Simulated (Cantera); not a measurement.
Charge: 1 mol CO2, 4.4 mol H2O, 0.041 mol O2, at 2298 K and 32.0 bar.

Method: chemical equilibrium by Gibbs-energy minimisation in Cantera with the NASA 1993 tables (ideal gas, pure condensed phases). Candidate condensed phases: C, C6H6, C7H8, C8H18, H2O; 110 gas species. The ideal-gas law is rough above about 30 bar. The numbers say what is thermodynamically allowed, not how fast it happens.

Base state: H2O 0.800, CO2 0.179, O2 0.00978, OH 0.00402, CO 0.00368, H2 0.00293, H 9.17e-5, O 8.58e-5 (mole fractions); condensed: gas only.

Q: What changes in the equilibrium state with this change: O2 from 0.041 to 3.2 mol?

A: 
| species | before | after |
|---|---|---|
| H2O | 0.800 | 0.506 |
| O2 | 0.00978 | 0.369 |
| CO2 | 0.179 | 0.116 |
| HO2 | 5.47e-6 | 6.63e-5 |
| H2 | 0.00293 | 0.000302 |

Q: What changes in the equilibrium state with this change: temperature from 2298 K to 1125 K?

A: 
```
species   before    after
-------  -------  -------
H2O        0.800    0.809
CO2        0.179    0.184
O2       0.00978  0.00754
OH       0.00402  5.25e-7
CO       0.00368    <1e-9
H2       0.00293  3.97e-9
H        9.17e-5    <1e-9
O        8.58e-5    <1e-9
```
